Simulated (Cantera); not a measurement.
Feed: 1 mol Si₂H₆, 1.8 mol CO₂, 32 mol H₂, equilibrated at 652 °C and 6.30 mbar.

Cantera equilibrium calculation (NASA polynomials, part measured and part estimated; ideal gas, pure solids and liquids). The feed counts by its element totals alone. Rates play no part.

```json
[
 {"species": "H₂", "before": "0.999", "after": "0.995"},
 {"species": "CO", "before": "1.02e-6", "after": "0.00454"},
 {"species": "CH₄", "before": "0.00143", "after": "0.000120"},
 {"species": "C(graphite), mol", "before": "1.55", "after": "1.36"},
 {"species": "SiC(s), mol", "before": "0.200", "after": "0.280"},
 {"species": "SiO₂(β-quartz), mol", "before": "1.80", "after": "1.72"}
]
```
Gas species are given as mole fractions.

### Question
What was changed between the two runs?
A. CO₂ from 1.8 to 12 mol
B. Si₂H₆ replaced by SiH₄
C. temperature from 652 °C to 902 °C
D. temperature from 652 °C to 825 °C

### Answer
C, temperature from 652 °C to 902 °C. Mutual solubility and eutectic melting of coexisting phases are not modelled. The tables hold silica as quartz up to 1696 K and as liquid above; real silica turns to tridymite and cristobalite and melts near 1996 K
